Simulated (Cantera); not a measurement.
An isothermal, constant-pressure homogeneous reactor starts with 37.5 % CH₄, 48.8 % H₂O, 13.5 % H₂, 0.124 % N₂, at 1525 K and 101000 Pa.

Cantera simulation using GRI-Mech 3.0 (53 species, 325 reactions); the numbers are that mechanism's predictions, not measurements.

One state of this run: x CH₄ = 0.0572; x H₂O = 0.192; x H₂ = 0.588; x C₂H = 2.14e-9; x HCO = 3.04e-9. x: mole fraction; the columns are a selection and need not sum to one.

Question: Which value of t (s) does it belong to?
(A) 0.0793
(B) 0.000105
(C) 0.0151
(D) 11.4

Answer: D, 11.4
